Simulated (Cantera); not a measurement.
# Iron carbonyl, mercury and lead vapours: PbO + CO + H2

Feed: 1 mol PbO, 2.5 mol CO, 0.48 mol H2, equilibrated at 1173 K and 1000 Pa.

Equilibrium computed with Cantera from the NASA thermochemical tables; the gas is ideal and each condensed phase is pure. Candidate condensed phases: C, C6H6, C7H8, C8H18, H2O, Pb, PbO, PbO2, Pb3O4; 113 gas species. Equilibrium is a limit: real reactors are often held back by kinetics, nucleation or transport.

The x(CO) is 0.541 and the x(CO2) is 0.263. The x(H2) is 0.0954, the x(H2O) comes out as 0.0589 and the x(Pb) is 0.0422. The x(Pb2) comes out as 1.19e-6 and the n(Pb(l)) comes out as 0.869 mol. The gas amount comes out as 3.111 mol, the log10 activity of C(graphite) (absent) is -3.51 and the log10 activity of PbO2(s) (absent) is -14.69.
